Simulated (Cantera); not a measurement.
An isothermal, constant-pressure homogeneous reactor starts with CO : O₂ : H₂O : N₂ = 0.02 : 0.0064 : 0.00044 : 1 (molar parts), equivalence ratio 1.6, at 1025 K and 2.00 bar. Integrator tolerance rtol = 1e-08.

Model: GRI-Mech 3.0 (53 species, 325 reactions), integrated in Cantera.

### Question
What does this change do: temperature 1025 to 1350 K?

### Answer
```json
[
 {"quantity": "x(CO) at 20.0 s", "before": "0.00713 (gas-phase equilibrium 0.00688)", "after": "0.00696 (gas-phase equilibrium 0.00696)"},
 {"quantity": "x(O₂) at 20.0 s", "before": "5.25e-5 (gas-phase equilibrium <1e-12)", "after": "1.61e-11 (gas-phase equilibrium <1e-12)"},
 {"quantity": "x(H₂O) at 20.0 s", "before": "0.000398 (gas-phase equilibrium 0.000253)", "after": "0.000337 (gas-phase equilibrium 0.000337)"},
 {"quantity": "x(CO₂) at 20.0 s", "before": "0.0125 (gas-phase equilibrium 0.0127)", "after": "0.0126 (gas-phase equilibrium 0.0126)"},
 {"quantity": "x(H₂O₂) at 20.0 s", "before": "1.57e-10 (gas-phase equilibrium <1e-12)", "after": "<1e-12 (gas-phase equilibrium <1e-12)"},
 {"quantity": "x(NO) at 20.0 s", "before": "1.88e-8 (gas-phase equilibrium <1e-12)", "after": "2.32e-6 (gas-phase equilibrium 6.86e-10)"}
]
```
